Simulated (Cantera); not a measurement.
# Si + Br2 + N2 (silicon etching in halogen gases)

Input: 1 mol Si, 2.6 mol Br2, 82 mol N2, held at 6.70 Pa.

These are equilibrium values from Cantera (NASA tables, ideal gas, pure condensed phases), not measurements of a reactor. Candidate condensed phases: Br2, Si, Si3N4; 13 gas species. The tables' values for SiBr3 are old estimates; treat these amounts as uncertain. Equilibrium is a limit: real reactors are often held back by kinetics, nucleation or transport.

```tsv
T (K)	x N2	x Br	x SiBr2	x SiBr4	x SiBr3
1100	0.973	0.0149	0.000286	0.0114	0.000163
1125	0.972	0.0163	0.000914	0.0106	0.000305
1150	0.969	0.0190	0.00222	0.00912	0.000474
1175	0.965	0.0231	0.00420	0.00696	0.000612
1200	0.961	0.0277	0.00654	0.00452	0.000658
1225	0.956	0.0319	0.00866	0.00241	0.000591
1250	0.954	0.0346	0.0101	0.00106	0.000451
1275	0.952	0.0360	0.0109	0.000412	0.000310
1300	0.952	0.0366	0.0112	0.000153	0.000204
1325	0.952	0.0369	0.0114	5.72e-5	0.000132
1350	0.951	0.0370	0.0115	2.18e-5	8.67e-5
1375	0.951	0.0370	0.0115	8.58e-6	5.73e-5
```
x: gas mole fraction; nothing condenses.

From 1100 K to 1375 K nothing is condensed. The main Si-bearing gas is SiBr4 at 1100 K and SiBr2 at 1375 K.
